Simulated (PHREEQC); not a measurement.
## Copper plating or etch bath: speciation

Solution (20 °C): 0.072 mol/kgw CuSO4, 0.0079 mol/kgw HNO3 and 0.007 mol/kgw NaCl. Closed to the air; pH follows from the charge balance.

Equilibrium calculation in PHREEQC: ion-association model, phreeqc.dat.

This is a speciation only: nothing precipitates in the calculation.

Question: Estimate the pH.

Answer: pH 2.51.

Question: In which forms is Cl present?

Answer: Cl- 97 %, CuCl+ 2.9 % of the Cl.
